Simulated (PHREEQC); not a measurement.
A solution holds 0.0012 mol/kgw NaF, 0.037 mol/kgw NaBF4 and 0.0012 mol/kgw Na2B4O7, at 25 °C. Closed to the air; pH follows from the charge balance.

All values are PHREEQC results (ion-association model, phreeqc.dat), not measurements.

Each row changes one thing in this solution. No solid was allowed to form.

| case | pH | ionic strength (mol/kgw) | BF4- (mol/kgw) | H3BO3 (mol/kgw) | F- (mol/kgw) | BF3OH- (mol/kgw) |
|---|---|---|---|---|---|---|
| as made | 3.20 | 0.0413 | 0.0319 | 0.00456 | 0.00399 | 0.00374 |
| NaF from 0.0012 to 0.00108 mol/kgw | ___ | 0.0412 | 0.0319 | 0.00459 | 0.00391 | 0.00372 |
| temperature from 25 to 85 °C | ___ | 0.0412 | 0.0288 | 0.00560 | 0.00477 | 0.00356 |
| diluted 100-fold with water | 3.33 | 0.000884 | 3.96e-6 | 0.000406 | 0.000869 | 2.50e-6 |
| NaF from 0.0012 to 0.0018 mol/kgw | ___ | 0.0418 | 0.0318 | 0.00444 | 0.00438 | 0.00381 |
| Na2B4O7 from 0.0012 to 0.0018 mol/kgw | 3.33 | 0.0423 | 0.0311 | 0.00653 | 0.00455 | 0.00433 |
| diluted 2-fold with water | ___ | 0.0211 | 0.0153 | 0.00296 | 0.00314 | 0.00183 |
| NaBF4 from 0.037 to 0.0333 mol/kgw | ___ | 0.0375 | 0.0284 | 0.00462 | 0.00401 | 0.00348 |

Question: What belongs in the gaps?

Answer: 
- NaF from 0.0012 to 0.00108 mol/kgw, pH: 3.19
- temperature from 25 to 85 °C, pH: 3.26
- NaF from 0.0012 to 0.0018 mol/kgw, pH: 3.25
- diluted 2-fold with water, pH: 3.12
- NaBF4 from 0.037 to 0.0333 mol/kgw, pH: 3.22

Constants without temperature data keep their 25 °C values here. Real BF4- forms and hydrolyses slowly; the run takes it at equilibrium.
